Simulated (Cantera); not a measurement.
What does this Cantera script print?

```python
import numpy as np
import cantera as ct

gas = ct.Solution("gri30.yaml")
gas.TPX = 1350, 7000, {'N2O': 1, 'H2': 0.023, 'N2': 4.2}
inlet = ct.Reservoir(gas, clone=True)

reactor = ct.IdealGasConstPressureReactor(gas, energy="off", clone=False)
exhaust = ct.Reservoir(gas, clone=True)
tau = [8.4, 2.9, 0.98, 0.33, 0.11, 0.039, 0.013, 0.0045, 0.0015, 0.00053, 0.00018][0]
for a, b in ((inlet, reactor), (reactor, exhaust)):
    ct.MassFlowController(a, b, mdot=lambda t: reactor.mass / tau)
net = ct.ReactorNet([reactor])
show = ['N2O', 'H2', 'H2O2', 'NO', 'HO2']

rows = []
print(f"{'tau/s':>10s}{'T/K':>9s}" + "".join(f"{s:>11s}" for s in show))
for tau in [8.4, 2.9, 0.98, 0.33, 0.11, 0.039, 0.013, 0.0045, 0.0015, 0.00053, 0.00018]:
    net.initial_time = 0.0
    net.advance(30 * tau)
    before = gas.X
    net.advance(40 * tau)
    drift = np.max(np.abs(gas.X - before) / (gas.X + 1e-9))
    rows.append([gas.T, *gas[show].X, drift])
    print(f"{tau:10.3e}{gas.T:9.1f}" + "".join(f"{x:11.3e}" for x in gas[show].X))
```

Output:

```
     tau/s      T/K        N2O         H2       H2O2         NO        HO2
 8.400e+00   1350.0  3.227e-02  7.589e-06  5.409e-10  2.074e-02  2.514e-08
 2.900e+00   1350.0  6.917e-02  2.039e-05  6.240e-10  1.638e-02  6.111e-08
 9.800e-01   1350.0  1.182e-01  5.605e-05  7.849e-10  9.727e-03  1.719e-07
 3.300e-01   1350.0  1.564e-01  1.478e-04  1.267e-09  4.358e-03  4.954e-07
 1.100e-01   1350.0  1.759e-01  3.671e-04  3.049e-09  1.622e-03  1.270e-06
 3.900e-02   1350.0  1.836e-01  8.081e-04  7.072e-09  6.069e-04  2.311e-06
 1.300e-02   1350.0  1.873e-01  1.696e-03  1.037e-08  2.332e-04  2.865e-06
 4.500e-03   1350.0  1.896e-01  2.971e-03  9.415e-09  9.699e-05  2.568e-06
 1.500e-03   1350.0  1.909e-01  4.009e-03  4.855e-09  2.956e-05  1.631e-06
 5.300e-04   1350.0  1.914e-01  4.336e-03  8.188e-10  6.682e-06  4.859e-07
 1.800e-04   1350.0  1.914e-01  4.396e-03  4.238e-11  1.217e-06  5.315e-08
```

Cantera simulation using GRI-Mech 3.0 (53 species, 325 reactions); the numbers are that mechanism's predictions, not measurements. GRI-Mech 3.0 was tuned for natural gas; its chemistry of N2O as a main component is partial and can be far from experiment. The mechanism lacks the step 2 NO + O2 → 2 NO2, which can matter for NO2 below about 1400 K. The temperature is held fixed by assumption; the heat of reaction is taken as removed at once.
